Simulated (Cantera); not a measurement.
Feed: 1 mol Si₃H₈, 36 mol N₂, held at 1500 °C and 17.0 mbar.

These are equilibrium values from Cantera (NASA tables, ideal gas, pure condensed phases), not measurements of a reactor. Candidate condensed phases: Si, Si₃N₄; 18 gas species. The feed counts by its element totals alone. Kinetics and transport are ignored.

Base state: N₂ 0.894, H₂ 0.105, H 0.000707, Si 6.46e-5 (mole fractions); condensed: Si₃N₄(s).

Question: What changes in the equilibrium state with this change: Si₃H₈ replaced by SiH₂Cl₂?

Answer: 
```json
[
 {"species": "N₂", "before": "0.894", "after": "0.947"},
 {"species": "H₂", "before": "0.105", "after": "0.0189"},
 {"species": "SiCl₂", "before": "0", "after": "0.0186"},
 {"species": "HCl", "before": "0", "after": "0.0149"},
 {"species": "Cl", "before": "0", "after": "0.000181"},
 {"species": "SiCl₃", "before": "0", "after": "0.000150"},
 {"species": "SiCl", "before": "0", "after": "8.93e-5"},
 {"species": "H", "before": "0.000707", "after": "0.000300"},
 {"species": "Si", "before": "6.46e-5", "after": "6.22e-5"},
 {"species": "Si₃N₄(s), mol", "before": "0.999", "after": "0.0942"}
]
```
The tables' values for SiCl₃, SiCl are old estimates; treat these amounts as uncertain. Further candidate phases: NH₄Cl.
